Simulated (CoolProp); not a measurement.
Vapour-liquid equilibrium of R114 (1) + R113 (2) at 0.63 MPa; x and y are mole fractions of (1).

Model: multi-fluid Helmholtz-energy mixture model, Platzer 1990 and Marx 1992; pair parameters Bell 2016, in CoolProp. This equation is an older, rougher fit; its heat capacities, sound speeds and derivatives of the liquid may be far off and weren't checked against measurements.

```tsv
x	bubble temperature (°C)	y at the bubble point	dew temperature at overall composition x (°C)	liquid density (mol/L)
0.05	112.3	0.116	114.6	7.099
0.125	106.5	0.269	112.0	7.181
0.2	101.2	0.398	109.2	7.257
0.275	96.2	0.506	106.3	7.327
0.35	91.6	0.598	103.2	7.392
0.425	87.3	0.675	99.9	7.452
0.5	83.4	0.740	96.5	7.506
0.575	79.7	0.796	92.7	7.555
0.65	76.4	0.844	88.7	7.600
0.725	73.3	0.885	84.3	7.641
0.8	70.3	0.921	79.5	7.678
0.875	67.6	0.954	74.0	7.712
0.95	65.0	0.982	67.9	7.742
```

No azeotrope shows between x = 0.05 and 0.95.

The pair parameters rest on a limited set of measurements; away from them the model extrapolates.
